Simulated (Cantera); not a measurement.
**Cu₂O + C + CO (carbothermic reduction)**

Charge: 1 mol Cu₂O, 0.47 mol C, 0.015 mol CO, at 1823 K and 4.50 bar.

Equilibrium computed with Cantera from the NASA thermochemical tables; the gas is ideal and each condensed phase is pure. Candidate condensed phases: C, Cu, CuO, Cu₂O; 15 gas species. Each liquid is taken as pure. Mutual solubility and eutectic melting of coexisting phases are not modelled. Equilibrium is a limit: real reactors are often held back by kinetics, nucleation or transport.

```
Property                                    Result
--------------------------------------  ----------
x(CO₂)                                       0.995
x(CO)                                      0.00427
x(O₂)                                     0.000818
x(Cu)                                     0.000156
x(O)                                       2.03e-6
x(CuO)                                     1.22e-6
n(Cu(l))                                  1.91 mol
n(Cu₂O(l))                              0.0463 mol
gas amount                              0.4855 mol
log10 activity of C(graphite) (absent)       -8.27
```
